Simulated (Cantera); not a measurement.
What does this Cantera script print?

```python
import numpy as np
import cantera as ct

gas_names = [...]  # 87 gases of nasa_gas.yaml made of C, H, Si
cond_names = """
    C(gr) C6H6(L) C7H8(L) C8H18(L),n-octa Si(cr) Si(L) SiC(b)
""".split()


# ... load() reads the species with a 1 bar reference pressure and builds the phases ...
atoms = {
    'CH3SiH3': {'C': 1, 'H': 6, 'Si': 1},
    'C3H8': {'C': 3, 'H': 8},
    'H2': {'H': 2},
}
top_T = {'C(gr)': 4500, 'SiC(b)': 3050}  # K; cautious upper limits of use, not melting points


# ... equilibrate(T, P, feed) seeds the gas with the atoms and calls Mixture.equilibrate('TP', solver="vcs", rtol=1e-11, max_steps=5000) ...
results = []
feed = {'CH3SiH3': 1, 'C3H8': 0.015, 'H2': 49}  # mol
T = 1500  # K
P = 1000  # Pa
mix = equilibrate(T, P, feed)
results.append((T, P, feed, dict(zip(mix.species_names, mix.species_moles))))
print(gas.report(threshold=1e-05))
for i in range(1, mix.n_phases):
    print(f"{mix.phase(i).name:16s} {mix.phase_moles(i):12.5e} mol")
```

Output:

```
       temperature   1500 K
          pressure   1000 Pa
           density   0.00016168 kg/m^3
  mean mol. weight   2.0164 kg/kmol
   phase of matter   gas

                          1 kg             1 kmol
                     ---------------   ---------------
          enthalpy        1.8038e+07        3.6372e+07  J
   internal energy        1.1853e+07          2.39e+07  J
           entropy        1.0772e+05         2.172e+05  J/K
    Gibbs function       -1.4354e+08       -2.8943e+08  J
 heat capacity c_p             16048             32359  J/K
 heat capacity c_v             11924             24044  J/K

                      mass frac. Y      mole frac. X     chem. pot. / RT
                     ---------------   ---------------   ---------------
               CH4        0.00020438        2.5688e-05           -48.606
                 H        8.7987e-05        0.00017601           -11.604
                H2           0.99959           0.99979           -23.208
     [  +84 minor]        0.00011786        9.1611e-06

C(gr)             4.27168e-02 mol
Si(cr)            0.00000e+00 mol
SiC(b)            9.99999e-01 mol
```

Equilibrium computed with Cantera from the NASA thermochemical tables; the gas is ideal and each condensed phase is pure. The feed counts by its element totals alone.
